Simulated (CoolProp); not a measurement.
Computed with CoolProp (reference Helmholtz-energy equation of state, Younglove 1994). It is a modified Benedict-Webb-Rubin equation, recast in Helmholtz form.

Task: For R123, give the phase and the viscosity (µPa s), Prandtl number at 500 K and 0.18 MPa.

Result: 
- 500 K and 0.18 MPa: gas; viscosity 17.2, Prandtl number 0.721

Viscosity comes from a separate model (Tanaka 1996). Thermal conductivity comes from a separate model (Laesecke 1996).
